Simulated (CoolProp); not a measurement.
Vapour-liquid equilibrium of cyclohexane (1) + n-nonane (2) at 158.15 °C; x and y are mole fractions of (1).

Model: multi-fluid Helmholtz-energy mixture model, Zhou 2014 and Lemmon 2006; pair parameters Bell 2016, in CoolProp.

```csv
x,bubble pressure (kPa),y at the bubble point,dew pressure at overall composition x (kPa),liquid density (mol/L)
0.05,147.5,0.198,128.2,4.787
0.125,183.4,0.394,137.3,4.933
0.2,218.6,0.525,147.8,5.088
0.275,253.9,0.622,159.9,5.253
0.35,289.6,0.697,…,5.428
0.425,326.3,0.758,190.8,5.614
0.5,364.1,0.808,210.9,5.812
0.575,403.3,0.851,235.5,6.024
0.65,…,0.887,…,6.249
0.725,486.0,0.918,…,6.490
0.8,529.3,0.945,357.3,6.748
0.875,573.7,0.968,429.5,7.025
0.95,618.8,0.988,538.0,…
```

### Question
Fill in the missing entries.

### Answer

- 0.35, dew pressure at overall composition x (kPa): 174.0
- 0.65, bubble pressure (kPa): 443.9
- 0.65, dew pressure at overall composition x (kPa): 266.1
- 0.725, dew pressure at overall composition x (kPa): 305.4
- 0.95, liquid density (mol/L): 7.322

No azeotrope shows between x = 0.05 and 0.95.

The pair parameters rest on a limited set of measurements; away from them the model extrapolates.
